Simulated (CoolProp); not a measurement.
Toluene at several states: Z from the reference equation and from simpler models built on Tc = 318.6 °C, pc = 4.126 MPa, ω = 0.266; each cubic takes its own stable root.

The numbers come from the reference Helmholtz-energy equation of state, Lemmon 2006 in CoolProp. It is a short technical equation, of lower accuracy than the large ones.

```tsv
T (°C)	p (MPa)	phase	reference
72.25	0.537	liquid	0.02107
88.55	19.6	liquid	0.7304
236.75	6.22	liquid	0.2092
```

**Question.** How far does each simpler model (van der Waals, Redlich-Kwong, Soave-Redlich-Kwong) lie from the reference over these 3 states: mean and median of the absolute difference, and the worst?

**Answer.** 
- van der Waals: mean 63.4 %, median 61.1 %, worst +69.6 % at 72.25 °C and 0.537 MPa
- Redlich-Kwong: mean 15.2 %, median 15.0 %, worst +17.9 % at 236.75 °C and 6.22 MPa
- Soave-Redlich-Kwong: mean 11.9 %, median 11.6 %, worst +13.6 % at 236.75 °C and 6.22 MPa
